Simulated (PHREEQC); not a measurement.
Make-up at 25 °C: 0.019 mol NH4HSO4 and 0.0067 mol (NH4)2CO3 per kg of water. Closed to the air; pH follows from the charge balance.

The numbers come from PHREEQC with the ion-association model, phreeqc.dat.

```csv
quantity,before,after
pH,2.54,6.85
ionic strength (mol/kgw),0.0475,0.0634
NH4+ (mol/kgw),0.0299,0.0298
SO4-2 (mol/kgw),0.0142,0.0159
NH4SO4- (mol/kgw),0.00251,0.00254
HSO4- (mol/kgw),0.00225,1.15e-7
```

Name the change that produced these shifts.
(A) diluted 5-fold with water
(B) 0.0092 mol/kgw Na2CO3 added
(C) diluted 10-fold with water
(D) NH4HSO4 from 0.019 to 0.038 mol/kgw

B, 0.0092 mol/kgw Na2CO3 added

This is a speciation only: nothing precipitates in the calculation. Carbamate, which ammonia and carbonate form, is missing from the database.
